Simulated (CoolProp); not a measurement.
Vapour pressure (kPa) of ethylbenzene: the reference equation beside estimates from Tc = 617.1 K, pc = 3622 kPa, ω = 0.304.

The numbers come from the reference Helmholtz-energy equation of state, Zhou 2012 in CoolProp.

```json
[
 {"T (K)": "454.6", "reference": "297.3", "Lee-Kesler": "299.6", "Soave-Redlich-Kwong": "299.6", "Peng-Robinson": "297.2"},
 {"T (K)": "466.6", "reference": "380.0", "Lee-Kesler": "383.7", "Soave-Redlich-Kwong": "384.0", "Peng-Robinson": "380.1"},
 {"T (K)": "478.5", "reference": "478.1", "Lee-Kesler": "483.4", "Soave-Redlich-Kwong": "484.5", "Peng-Robinson": "478.9"},
 {"T (K)": "490.4", "reference": "594.2", "Lee-Kesler": "601.2", "Soave-Redlich-Kwong": "603.7", "Peng-Robinson": "596.1"},
 {"T (K)": "502.3", "reference": "730.3", "Lee-Kesler": "739.2", "Soave-Redlich-Kwong": "743.7", "Peng-Robinson": "733.9"},
 {"T (K)": "514.3", "reference": "889.9", "Lee-Kesler": "900.8", "Soave-Redlich-Kwong": "908.2", "Peng-Robinson": "895.9"},
 {"T (K)": "526.2", "reference": "1073", "Lee-Kesler": "1086", "Soave-Redlich-Kwong": "1097", "Peng-Robinson": "1082"},
 {"T (K)": "538.1", "reference": "1282", "Lee-Kesler": "1297", "Soave-Redlich-Kwong": "1313", "Peng-Robinson": "1296"},
 {"T (K)": "550", "reference": "1521", "Lee-Kesler": "1538", "Soave-Redlich-Kwong": "1558", "Peng-Robinson": "1540"},
 {"T (K)": "562", "reference": "1795", "Lee-Kesler": "1814", "Soave-Redlich-Kwong": "1839", "Peng-Robinson": "1819"}
]
```

Absolute difference from the reference over all 10 rows, mean and median: Lee-Kesler 1.1 and 1.1 %, Soave-Redlich-Kwong 1.8 and 1.9 %, Peng-Robinson 0.6 and 0.6 %.
